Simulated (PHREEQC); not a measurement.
Solution (3.8 °C): 0.056 mol MgCl2, 0.00012 mol NaHCO3 and 0.86 mol NaCl per kg of water. Closed to the air; pH follows from the charge balance.

Model: ion-association model, phreeqc.dat, run in PHREEQC.

| Property | Value |
|---|---|
| pH | 7.78 |
| ionic strength | 1.03 mol/kgw |
| activity of water | 0.968 |
| density | 1.040 g/cm³ |
| total alkalinity | 0.120 meq/kg |

```csv
species,molality,activity,log γ
Cl-,0.972,0.599,-0.210
Na+,0.860,0.639,-0.129
Mg+2,0.0560,0.0175,-0.506
HCO3-,8.12e-5,5.37e-5,-0.180
NaHCO3,1.73e-5,2.20e-5,0.103
MgHCO3+,1.73e-5,1.05e-5,-0.216
CO2,2.49e-6,3.15e-6,0.103
```

Precipitation was switched off in this run. Caution: at this ionic strength the ion-association model is outside its range; a Pitzer model would be the better tool where its parameters exist. Away from 25 °C the constants follow the database's enthalpies or fits; those with neither stay at their 25 °C values.
